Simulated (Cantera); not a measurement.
Input: 1 mol TEOS, 0.17 mol O3, a varied amount of H2, 0.059 mol O2, at 1348 K and 1100 Pa.

These are equilibrium values from Cantera (NASA tables, ideal gas, pure condensed phases), not measurements of a reactor. Candidate condensed phases: C, C6H6, C7H8, C8H18, H2O, Si, SiC, SiO2; 123 gas species. The feed counts by its element totals alone. Mutual solubility and eutectic melting of coexisting phases are not modelled. The tables hold silica as quartz up to 1696 K and as liquid above; real silica turns to tridymite and cristobalite and melts near 1996 K. Rates play no part.

Problem. Which condensed phases are stable at each of these points (n(H2) (mol)): 1.9, 2.6, 3.5, 4.9, 6.7, 9.1, 12, 17, 23, 32?

Solution. 
```
n(H2) (mol)                       condensed phases  Si condensed (%)
-----------  -------------------------------------  ----------------
1.9                   C(graphite) + SiO2(β-quartz)              99.9
2.6                   C(graphite) + SiO2(β-quartz)              99.8
3.5                   C(graphite) + SiO2(β-quartz)              99.8
4.9                   C(graphite) + SiO2(β-quartz)              99.8
6.7          C(graphite) + SiC(s) + SiO2(β-quartz)              99.7
9.1          C(graphite) + SiC(s) + SiO2(β-quartz)              99.7
12           C(graphite) + SiC(s) + SiO2(β-quartz)              99.7
17           C(graphite) + SiC(s) + SiO2(β-quartz)              99.6
23                            C(graphite) + SiC(s)              99.6
32                            C(graphite) + SiC(s)              99.6
```

From 1.9 mol H2 to 4.9 mol H2 the condensed part is C(graphite) + SiO2(β-quartz). From 6.7 mol H2 to 17 mol H2 the condensed part is C(graphite) + SiC(s) + SiO2(β-quartz). From 23 mol H2 to 32 mol H2 the condensed part is C(graphite) + SiC(s).
